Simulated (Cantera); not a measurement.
Input: 1 mol B, 0.023 mol Cl2, 4.6 mol H2, equilibrated at 527 °C and 0.100 bar.

Method: chemical equilibrium by Gibbs-energy minimisation in Cantera with the NASA 1993 tables (ideal gas, pure condensed phases). Candidate condensed phases: B; 13 gas species. Gases not in the tables: BHCl2. Rates play no part.

Base state: H2 0.993, HCl 0.00625, BCl3 0.00123 (mole fractions); condensed: B(s).

Problem. What changes in the equilibrium state with this change: Cl2 from 0.023 to 0.59 mol?

Solution. 
```json
[
 {"species": "H2", "before": "0.993", "after": "0.906"},
 {"species": "BCl3", "before": "0.00123", "after": "0.0708"},
 {"species": "HCl", "before": "0.00625", "after": "0.0230"},
 {"species": "B(s), mol", "before": "0.994", "after": "0.645"}
]
```
